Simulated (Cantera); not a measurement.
An isothermal, constant-pressure homogeneous reactor starts with CH4 : H2O = 1 : 2.5 (molar parts), at 2075 K and 1.10 bar. Integrator tolerance rtol = 1e-08.

Cantera simulation using GRI-Mech 3.0 (53 species, 325 reactions); the numbers are that mechanism's predictions, not measurements.

**Question.** What does this change do: temperature 2075 to 1450 K?

**Answer.** 
| quantity | before | after |
|---|---|---|
| x(CH4) at 2.00 s | 3.52e-9 (gas-phase equilibrium 4.16e-9) | 0.0982 (gas-phase equilibrium 1.15e-6) |
| x(H2O) at 2.00 s | 0.257 (gas-phase equilibrium 0.257) | 0.583 (gas-phase equilibrium 0.245) |
| x(CH3) at 2.00 s | 2.34e-10 (gas-phase equilibrium 2.77e-10) | 3.22e-5 (gas-phase equilibrium 2.78e-10) |
| x(OH) at 2.00 s | 0.000100 (gas-phase equilibrium 0.000100) | 2.27e-7 (gas-phase equilibrium 7.04e-8) |
| x(C2H2) at 2.00 s | <1e-12 (gas-phase equilibrium <1e-12) | 0.0563 (gas-phase equilibrium 2.67e-12) |
| x(O2) at 2.00 s | 4.81e-8 (gas-phase equilibrium 4.81e-8) | <1e-12 (gas-phase equilibrium <1e-12) |
| x(H2) at 2.00 s | 0.560 (gas-phase equilibrium 0.560) | 0.239 (gas-phase equilibrium 0.573) |
